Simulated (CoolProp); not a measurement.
Saturation properties of octamethyltrisiloxane (MDM) (Tc = 565.4 K, pc = 1438 kPa, ω = 0.528).

Computed with CoolProp (reference Helmholtz-energy equation of state, Thol 2017).

```json
[
 {"T (K)": "419.3", "p (kPa)": "85.59", "liquid density (kg/m³)": "683.0", "vapour density (kg/m³)": "6.216", "enthalpy of vaporisation (kJ/kg)": "155.4", "liquid cp (kJ/(kg K))": "2.094", "surface tension (mN/m)": "6.81"},
 {"T (K)": "427.8", "p (kPa)": "107.2", "liquid density (kg/m³)": "672.4", "vapour density (kg/m³)": "7.727", "enthalpy of vaporisation (kJ/kg)": "151.6", "liquid cp (kJ/(kg K))": "2.118", "surface tension (mN/m)": "6.23"},
 {"T (K)": "436.3", "p (kPa)": "132.8", "liquid density (kg/m³)": "661.5", "vapour density (kg/m³)": "9.521", "enthalpy of vaporisation (kJ/kg)": "147.6", "liquid cp (kJ/(kg K))": "2.143", "surface tension (mN/m)": "5.67"},
 {"T (K)": "444.8", "p (kPa)": "162.9", "liquid density (kg/m³)": "650.2", "vapour density (kg/m³)": "11.64", "enthalpy of vaporisation (kJ/kg)": "143.5", "liquid cp (kJ/(kg K))": "2.168", "surface tension (mN/m)": "5.13"},
 {"T (K)": "453.3", "p (kPa)": "198.0", "liquid density (kg/m³)": "638.6", "vapour density (kg/m³)": "14.12", "enthalpy of vaporisation (kJ/kg)": "139.2", "liquid cp (kJ/(kg K))": "2.194", "surface tension (mN/m)": "4.60"},
 {"T (K)": "461.8", "p (kPa)": "238.5", "liquid density (kg/m³)": "626.5", "vapour density (kg/m³)": "17.04", "enthalpy of vaporisation (kJ/kg)": "134.8", "liquid cp (kJ/(kg K))": "2.221", "surface tension (mN/m)": "4.09"},
 {"T (K)": "470.3", "p (kPa)": "285.1", "liquid density (kg/m³)": "613.9", "vapour density (kg/m³)": "20.45", "enthalpy of vaporisation (kJ/kg)": "130.2", "liquid cp (kJ/(kg K))": "2.250", "surface tension (mN/m)": "3.60"},
 {"T (K)": "478.8", "p (kPa)": "338.2", "liquid density (kg/m³)": "600.8", "vapour density (kg/m³)": "24.43", "enthalpy of vaporisation (kJ/kg)": "125.3", "liquid cp (kJ/(kg K))": "2.280", "surface tension (mN/m)": "3.14"},
 {"T (K)": "487.3", "p (kPa)": "398.6", "liquid density (kg/m³)": "586.9", "vapour density (kg/m³)": "29.10", "enthalpy of vaporisation (kJ/kg)": "120.1", "liquid cp (kJ/(kg K))": "2.314", "surface tension (mN/m)": "2.69"},
 {"T (K)": "495.8", "p (kPa)": "466.7", "liquid density (kg/m³)": "572.2", "vapour density (kg/m³)": "34.58", "enthalpy of vaporisation (kJ/kg)": "114.6", "liquid cp (kJ/(kg K))": "2.350", "surface tension (mN/m)": "2.26"}
]
```

It boils at 425.6 K under 1 atm.

Surface tension comes from a separate correlation (Mulero 2014), older than this fluid's equation and unchecked against measurements.
